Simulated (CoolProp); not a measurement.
Diethyl ether along the isobar 152 bar: Z from the reference equation and from simpler models built on Tc = 467.9 K, pc = 37.17 bar, ω = 0.282; each cubic takes its own stable root.

Computed with CoolProp (reference Helmholtz-energy equation of state, Thol 2014).

```json
[
 {"T (K)": "309.6", "phase": "liquid", "reference": "0.6121"},
 {"T (K)": "339.4", "phase": "liquid", "reference": "0.5839"},
 {"T (K)": "369.2", "phase": "liquid", "reference": "0.5640"},
 {"T (K)": "399", "phase": "liquid", "reference": "0.5515"},
 {"T (K)": "428.8", "phase": "liquid", "reference": "0.5461"},
 {"T (K)": "458.6", "phase": "liquid", "reference": "0.5483"},
 {"T (K)": "488.4", "phase": "supercritical", "reference": "0.5591"},
 {"T (K)": "518.2", "phase": "supercritical", "reference": "0.5799"},
 {"T (K)": "548", "phase": "supercritical", "reference": "0.6122"}
]
```

How far does each simpler model (van der Waals, Redlich-Kwong, Soave-Redlich-Kwong, Peng-Robinson) lie from the reference over these 9 states: mean and median of the absolute difference, and the worst?


- van der Waals: mean 42.5 %, median 44.9 %, worst +57.3 % at 309.6 K and 152 bar
- Redlich-Kwong: mean 9.2 %, median 10.1 %, worst +11.0 % at 309.6 K and 152 bar
- Soave-Redlich-Kwong: mean 9.1 %, median 8.3 %, worst +12.0 % at 548 K and 152 bar
- Peng-Robinson: mean 2.9 %, median 3.4 %, worst -4.2 % at 369.2 K and 152 bar
